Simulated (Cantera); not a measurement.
**Premixed flame**

A freely propagating, adiabatic, planar premixed flame of CH₄ : O₂ : N₂ : H₂O : H₂ = 1 : 1.54 : 6.92 : 0.41 : 0.11 (molar parts), unburnt at 698 K and 0.630 bar; mixture-averaged transport, grid criteria slope 0.08 and curve 0.16, no radiation.

Detailed kinetics in Cantera: GRI-Mech 3.0 (53 species, 325 reactions). Burning velocities carry a grid error of a few per cent, more on coarse grids.

```json
[
 {"z (mm)": "-2.04", "T (K)": "698", "u (m/s)": "1.05", "x CH₄": "0.0999", "x O₂": "0.154", "x H₂O": "0.0411", "x CH₃": "6.20e-8", "x CO": "8.13e-6", "x C₂H₆": "1.46e-7"},
 {"z (mm)": "-1.36", "T (K)": "703", "u (m/s)": "1.06", "x CH₄": "0.0991", "x O₂": "0.153", "x H₂O": "0.0416", "x CH₃": "8.07e-7", "x CO": "0.000110", "x C₂H₆": "3.33e-6"},
 {"z (mm)": "-1.02", "T (K)": "718", "u (m/s)": "1.09", "x CH₄": "0.0975", "x O₂": "0.152", "x H₂O": "0.0437", "x CH₃": "3.81e-6", "x CO": "0.000496", "x C₂H₆": "2.05e-5"},
 {"z (mm)": "-0.682", "T (K)": "801", "u (m/s)": "1.22", "x CH₄": "0.0908", "x O₂": "0.145", "x H₂O": "0.0536", "x CH₃": "3.36e-5", "x CO": "0.00304", "x C₂H₆": "0.000195"},
 {"z (mm)": "-0.341", "T (K)": "1157", "u (m/s)": "1.80", "x CH₄": "0.0630", "x O₂": "0.113", "x H₂O": "0.0931", "x CH₃": "0.000686", "x CO": "0.0180", "x C₂H₆": "0.00134"},
 {"z (mm)": "-0.170", "T (K)": "1489", "u (m/s)": "2.34", "x CH₄": "0.0352", "x O₂": "0.0773", "x H₂O": "0.130", "x CH₃": "0.00271", "x CO": "0.0364", "x C₂H₆": "0.00127"},
 {"z (mm)": "0", "T (K)": "1796", "u (m/s)": "2.85", "x CH₄": "0.0102", "x O₂": "0.0372", "x H₂O": "0.165", "x CH₃": "0.00336", "x CO": "0.0560", "x C₂H₆": "0.000175"},
 {"z (mm)": "0.170", "T (K)": "1948", "u (m/s)": "3.10", "x CH₄": "0.00138", "x O₂": "0.0133", "x H₂O": "0.184", "x CH₃": "0.00103", "x CO": "0.0625", "x C₂H₆": "3.48e-6"},
 {"z (mm)": "0.341", "T (K)": "1991", "u (m/s)": "3.16", "x CH₄": "0.000127", "x O₂": "0.00464", "x H₂O": "0.189", "x CH₃": "0.000142", "x CO": "0.0596", "x C₂H₆": "3.70e-8"},
 {"z (mm)": "0.682", "T (K)": "2011", "u (m/s)": "3.18", "x CH₄": "1.29e-6", "x O₂": "0.00126", "x H₂O": "0.189", "x CH₃": "1.89e-6", "x CO": "0.0539", "x C₂H₆": "<1e-8"},
 {"z (mm)": "1.36", "T (K)": "2028", "u (m/s)": "3.20", "x CH₄": "<1e-8", "x O₂": "0.000751", "x H₂O": "0.189", "x CH₃": "<1e-8", "x CO": "0.0513", "x C₂H₆": "<1e-8"},
 {"z (mm)": "2.73", "T (K)": "2048", "u (m/s)": "3.23", "x CH₄": "<1e-8", "x O₂": "0.000507", "x H₂O": "0.190", "x CH₃": "<1e-8", "x CO": "0.0511", "x C₂H₆": "<1e-8"},
 {"z (mm)": "5.45", "T (K)": "2070", "u (m/s)": "3.26", "x CH₄": "<1e-8", "x O₂": "0.000281", "x H₂O": "0.192", "x CH₃": "<1e-8", "x CO": "0.0514", "x C₂H₆": "<1e-8"}
]
```
x: mole fraction of selected species; z is measured from the peak of heat release.

```json
{
  "laminar_burning_velocity": "105 cm/s",
  "thermal_thickness": "0.682 mm",
  "peak x(CH₃)": "0.00370",
  "peak x(CO)": "0.0625",
  "peak x(C₂H₆)": "0.00154",
  "grid_points": "141"
}
```
